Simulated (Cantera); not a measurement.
Feed: 1 mol HgO, 4.5 mol H₂, 0.56 mol N₂, at 850 K and 0.105 Torr.

Method: chemical equilibrium by Gibbs-energy minimisation in Cantera with the NASA 1993 tables (ideal gas, pure condensed phases). Candidate condensed phases: H₂O, Hg, HgO; 25 gas species. Kinetics and transport are ignored.

Base state: H₂ 0.578, H₂O 0.165, Hg 0.165, N₂ 0.0924 (mole fractions); condensed: gas only.

Q: What changes in the equilibrium state with this change: H₂ from 4.5 to 0.092 mol?

A: 
```
species  before   after
-------  ------  ------
Hg        0.165   0.475
N₂       0.0924   0.266
O₂        <1e-9   0.216
H₂        0.578   <1e-9
H₂O       0.165  0.0437
```
